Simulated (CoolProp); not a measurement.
Vapour-liquid equilibrium of CH2F2 (R32) (1) + dimethyl ether (2) at -74.15 °C; x and y are mole fractions of (1).

Computed with CoolProp (multi-fluid Helmholtz-energy mixture model, Tillner-Roth 1997 and Wu 2011; pair parameters Bell 2016).

| x | bubble pressure, mixture model (MPa) | bubble pressure, Raoult's law (MPa) | y, mixture model | y, Raoult's law |
|---|---|---|---|---|
| 0.05 | 0.007237 | 0.007336 | 0.178 | 0.189 |
| 0.125 | 0.008832 | 0.008943 | 0.381 | 0.387 |
| 0.2 | 0.01054 | 0.01055 | 0.528 | 0.525 |
| 0.275 | 0.01232 | 0.01216 | 0.635 | 0.626 |
| 0.35 | 0.01411 | 0.01376 | 0.716 | 0.704 |
| 0.425 | 0.01587 | 0.01537 | 0.777 | 0.766 |
| 0.5 | 0.01759 | 0.01698 | 0.824 | 0.815 |
| 0.575 | 0.01924 | 0.01858 | 0.862 | 0.857 |
| 0.65 | 0.02082 | 0.02019 | 0.893 | 0.891 |
| 0.725 | 0.02233 | 0.02180 | 0.920 | 0.921 |
| 0.8 | 0.02380 | 0.02341 | 0.943 | 0.946 |
| 0.875 | 0.02524 | 0.02501 | 0.965 | 0.969 |
| 0.95 | 0.02670 | 0.02662 | 0.986 | 0.988 |

The largest gap from Raoult's law is +3.6 % in bubble pressure, at x = 0.5. No azeotrope shows between x = 0.05 and 0.95.

Pair parameters are fitted to limited data, so mixtures are less certain than the pure fluids. The gap from Raoult's law changes sign with composition, which may be real or a fault of the pair parameters; it wasn't checked against measurements.
